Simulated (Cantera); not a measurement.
A closed system holds: 1 mol PbO, 1.1 mol H₂, a varied amount of N₂, held at 0.0133 bar.

These are equilibrium values from Cantera (NASA tables, ideal gas, pure condensed phases), not measurements of a reactor. Candidate condensed phases: H₂O, Pb, PbO, PbO₂, Pb₃O₄; 27 gas species. Equilibrium is a limit: real reactors are often held back by kinetics, nucleation or transport.

Stable condensed phases, one row left out:

```
T in K \ n(N₂) in mol
         2.8  10  18  25  33  40  48  55  63  71  78
   1648    A   A   A   A   A   A   A   A   A   A   A
   1598    A   A   A   A   A   A   A   A   A   A   A
   1548    A   A   A   A   A   A   A   A   A   A   A
   1498    A   A   A   A   A   A   A   A   A   A   A
   1448    A   A   A   A   A   A   A   A   A   A   A
   1398    A   A   A   A   A   A   A   A   A   A   A
   1348    A   A   A   A   A   A   A   A   A   A   A
   1298    B   A   A   A   A   A   A   A   A   A   A
   1198    B   B   B   A   A   A   A   A   A   A   A
   1148    B   B   B   B   B   B   A   A   A   A   A
   1098    B   B   B   B   B   B   B   B   B   B   B
```

A: gas only; B: Pb.

Problem. Give the row for 1248 K.

Solution. 2.8: Pb; 10: gas only; 18: gas only; 25: gas only; 33: gas only; 40: gas only; 48: gas only; 55: gas only; 63: gas only; 71: gas only; 78: gas only.
